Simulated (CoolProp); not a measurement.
Vapour-liquid equilibrium of cyclohexane (1) + n-octane (2) at 37.9 kPa; x and y are mole fractions of (1).

Values from CoolProp's multi-fluid Helmholtz-energy mixture model, Zhou 2014 and Beckmüller 2019; pair parameters Bell 2016.

Question: Give the bubble temperature and the first vapour's composition at x = 0.05, 0.85, 0.95. Is there an azeotrope?

Answer: x = 0.05: 89.7 °C, y = 0.167; x = 0.85: 54.7 °C, y = 0.965; x = 0.95: 52.3 °C, y = 0.989. No azeotrope shows between x = 0.05 and 0.95.

Pair parameters are fitted to limited data, so mixtures are less certain than the pure fluids.
